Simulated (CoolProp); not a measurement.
A simple Rankine cycle with benzene: condensing at 290.15 K, boiler at 1.84 MPa, turbine inlet 529 K, turbine efficiency 0.9, pump efficiency 0.7, no recuperator. Each further row changes one setting.

Computed with CoolProp (reference Helmholtz-energy equation of state, Thol 2012).

```
case                             thermal efficiency (%)  net work (kJ/kg)  heat in (kJ/kg)  turbine exit temperature (K)  volume ratio over the turbine
-------------------------------  ----------------------  ----------------  ---------------  ----------------------------  -----------------------------
as stated                                          28.2               212              753                         375.6                            184
turbine inlet 549 K                                28.2               224              795                         396.9                            181
condensing temperature 282.15 K                    29.5               226              767                         365.3                            269
boiler pressure 1.29 MPa                           26.9               206              766                         389.4                            124
turbine efficiency 0.8                             25.0               188              753                         392.7                            192
```
